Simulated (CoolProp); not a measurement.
Properties of water along the isobar 101 kPa (Tc = 373.9 °C, pc = 22060 kPa, ω = 0.344).

Values from CoolProp's reference Helmholtz-energy equation of state, Wagner 2002.

| T (°C) | phase | Z | Prandtl number | fugacity coefficient |
|---|---|---|---|---|
| 81.85 | liquid | 0.0006351 | 2.17 | 0.5010 |
| 90.65 | liquid | 0.0006234 | 1.95 | 0.7038 |
| 108.25 | gas | 0.9862 | 1.02 | 0.9866 |
| 117.15 | gas | 0.9877 | 1.00 | 0.9880 |
| 125.95 | gas | 0.9890 | 0.995 | 0.9892 |
| 134.75 | gas | 0.9900 | 0.987 | 0.9902 |
| 143.55 | gas | 0.9910 | 0.981 | 0.9911 |
| 152.35 | gas | 0.9918 | 0.975 | 0.9919 |
| 161.15 | gas | 0.9925 | 0.971 | 0.9926 |
| 169.95 | gas | 0.9931 | 0.967 | 0.9932 |
| 178.75 | gas | 0.9937 | 0.964 | 0.9938 |
| 187.55 | gas | 0.9942 | 0.961 | 0.9942 |
| 196.35 | gas | 0.9946 | 0.958 | 0.9947 |
| 205.15 | gas | 0.9950 | 0.956 | 0.9951 |
| 213.95 | gas | 0.9954 | 0.954 | 0.9954 |

Viscosity comes from a separate model (Huber 2009). Thermal conductivity comes from a separate model (Huber 2012).
